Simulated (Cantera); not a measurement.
Equilibrium for carbothermic reduction: Cu₂O + CO

Charge: 1 mol Cu₂O, 0.84 mol CO, at 1677 °C.

Equilibrium computed with Cantera from the NASA thermochemical tables; the gas is ideal and each condensed phase is pure. Candidate condensed phases: C, Cu, CuO, Cu₂O; 15 gas species. Each liquid is taken as pure. Mutual solubility and eutectic melting of coexisting phases are not modelled. Equilibrium is a limit: real reactors are often held back by kinetics, nucleation or transport.

From 0.0750 Torr to 0.975 Torr nothing is condensed. From 3.45 Torr to 45.0 Torr the condensed part is Cu(l). From 165 Torr to 7500 Torr the condensed part is Cu(l) + Cu₂O(l). The main Cu-bearing gas is Cu throughout.

```tsv
P (Pa)	x CO₂	x Cu	x O₂	x CO	x O	n Cu(l)	n Cu₂O(l)
10	0.203	0.656	0.0572	0.0730	0.0108	0	0
36	0.232	0.666	0.0480	0.0481	0.00521	0	0
130	0.253	0.672	0.0405	0.0301	0.00252	0	0
460	0.349	0.581	0.0446	0.0210	0.00141	0.671	0
1700	0.743	0.157	0.0803	0.0173	0.000981	1.82	0
6000	0.857	0.0445	0.0872	0.0102	0.000544	1.96	0
22000	0.933	0.0121	0.0467	0.00793	0.000208	1.82	0.0835
77000	0.975	0.00347	0.0133	0.00829	5.94e-5	1.71	0.144
280000	0.987	0.000954	0.00367	0.00839	1.63e-5	1.68	0.161
1000000	0.990	0.000267	0.00103	0.00842	4.57e-6	1.67	0.165
```
x: gas mole fraction; n: condensed amount in mol.
